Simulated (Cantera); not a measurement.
Thermodynamics of silicon etching in halogen gases, feed Si + Br₂ + N₂

Input: 1 mol Si, a varied amount of Br₂, 6.7 mol N₂, equilibrated at 1698.15 K and 1330 Pa.

Cantera equilibrium calculation (NASA polynomials, part measured and part estimated; ideal gas, pure solids and liquids). Candidate condensed phases: Br₂, Si, Si₃N₄; 13 gas species. The tables' values for SiBr₃, SiBr are old estimates; treat these amounts as uncertain. Kinetics and transport are ignored.

```csv
n(Br₂) (mol),log p N₂,log p Br,log p SiBr₂,log p SiBr₄,n Si₃N₄(s)
0.99,-1.94,-3.47,-2.82,-5.86,0.0374
1.8,-2.01,-2.67,-2.88,-4.33,0
2.6,-2.08,-2.44,-2.98,-3.97,0
3.5,-2.14,-2.31,-3.09,-3.81,0
4.3,-2.19,-2.24,-3.17,-3.75,0
5.1,-2.23,-2.19,-3.24,-3.72,0
5.9,-2.27,-2.15,-3.30,-3.71,0
6.8,-2.32,-2.11,-3.36,-3.70,0
7.6,-2.35,-2.09,-3.41,-3.71,0
```
log p: log10 of the partial pressure in bar; n: condensed amount in mol.

At 0.99 mol Br₂ the condensed part is Si₃N₄(s). From 1.8 mol Br₂ to 7.6 mol Br₂ nothing is condensed. The main Si-bearing gas is SiBr₂ throughout.
